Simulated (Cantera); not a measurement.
Charge: 1 mol Cr, a varied amount of O2, 1 mol N2, at 702 °C and 10.0 mbar.

These are equilibrium values from Cantera (NASA tables, ideal gas, pure condensed phases), not measurements of a reactor. Candidate condensed phases: Cr, CrN, Cr2N, Cr2O3; 14 gas species. The numbers say what is thermodynamically allowed, not how fast it happens.

### Question
At 2.2 mol O2, list the 3 most abundant gas species with their mole fractions, and the condensed phases.

### Answer
O2 0.592, N2 0.408, NO 2.85e-5. Condensed: Cr2O3(s).
